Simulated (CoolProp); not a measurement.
The fluoroketone C6F12O (FK-5-1-12) along the isotherm 476.4 K: Z from the reference equation and from simpler models built on Tc = 441.8 K, pc = 1869 kPa, ω = 0.471; each cubic takes its own stable root.

Model: reference Helmholtz-energy equation of state, McLinden 2015, in CoolProp.

```tsv
p (kPa)	phase	reference
1560	gas	0.7485
3120	supercritical	0.4130
4670	supercritical	0.4189
6230	supercritical	0.5013
7790	supercritical	0.5901
9350	supercritical	0.6794
10900	supercritical	0.7676
12500	supercritical	0.8577
14000	supercritical	0.9413
15600	supercritical	1.029
17100	supercritical	1.111
18700	supercritical	1.198
```

**Question.** How far does each simpler model (Redlich-Kwong, Soave-Redlich-Kwong, Peng-Robinson) lie from the reference over these 12 states: mean and median of the absolute difference, and the worst?

**Answer.** 
- Redlich-Kwong: mean 3.7 %, median 3.4 %, worst +7.0 % at 476.4 K and 4670 kPa
- Soave-Redlich-Kwong: mean 7.5 %, median 6.2 %, worst +15.9 % at 476.4 K and 4670 kPa
- Peng-Robinson: mean 4.5 %, median 5.0 %, worst +7.7 % at 476.4 K and 3120 kPa
